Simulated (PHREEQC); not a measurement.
Solution (65 °C): 0.0099 mol/kgw HF, 0.0029 mol/kgw NH4HF2 and 5.8e-07 mol/kgw H4SiO4. Closed to the air; pH follows from the charge balance.

All values are PHREEQC results (ion-association model, phreeqc.dat), not measurements.

This is a speciation only: nothing precipitates in the calculation.

Problem. Order these F species by the share of F that they hold, largest first: F-, HF2-, HF.

Solution. HF (73 %), F- (24 %), HF2- (2.4 %)

The pH is 3.00 and the ionic strength 0.00398 mol/kgw. Constants without temperature data keep their 25 °C values here. SiF6-2 is the database's only silicon fluoride.
